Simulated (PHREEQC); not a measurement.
Synthetic water in mg/kgw, 95 °C, pH 6.8: Na 9630; K 2080; Ca 160; Mg 1570; Cl 15500; S(6) as SO4 7430; Alkalinity as HCO3 17.9.

Valence states are taken as typed.

Computed with PHREEQC (Pitzer model, pitzer.dat).

This is a speciation only: nothing precipitates in the calculation.

Order these C species by the share of C that they hold, largest first: CO3-2, CO2, MgCO3, HCO3-.

HCO3- (84 %), CO2 (15 %), MgCO3 (0.42 %), CO3-2 (0.28 %)

The pH is 6.80 and the ionic strength 0.747 mol/kgw. Constants without temperature data keep their 25 °C values here.
